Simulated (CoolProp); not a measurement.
Ethylene at 293.15 K and 11.8 MPa is throttled through a valve to 2.61 MPa with no heat exchange. Each further row changes one setting.

Model: reference Helmholtz-energy equation of state, Smukala 2000, in CoolProp.

| case | temperature change (K) | final phase | final density (kg/m³) |
|---|---|---|---|
| as stated | -38.8 | (withheld) | 113 |
| outlet pressure 0.783 MPa | (withheld) | (withheld) | 24.9 |
| outlet pressure 3.39 MPa | -28.1 | two-phase, vapour fraction 0.296 | (withheld) |

### Question
Some entries are withheld; supply them.

### Answer

- as stated, final phase: two-phase, vapour fraction 0.379
- outlet pressure 0.783 MPa, temperature change (K): -78.9
- outlet pressure 0.783 MPa, final phase: two-phase, vapour fraction 0.562
- outlet pressure 3.39 MPa, final density (kg/m³): 168
